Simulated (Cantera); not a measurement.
**Ignition delay**

Mixture: C3H8 : O2 : N2 = 1 : 3.57 : 13.4 (molar parts), equivalence ratio 1.4, at 5.00 bar, adiabatic and at constant volume. Ignition delay is the time to a rise of 400 K.

Detailed kinetics in Cantera: GRI-Mech 3.0 (53 species, 325 reactions). GRI-Mech 3.0 was tuned for natural gas; its chemistry of propane as a main component is partial and can be far from experiment.

```tsv
T0 (K)	delay (ms)
1073	33.5
1123	12.0
1173	4.38
1223	1.66
1273	0.663
1323	0.285
1373	0.133
```

```yaml
apparent activation energy between 1273 and 1373 K: 230 kJ/mol
```
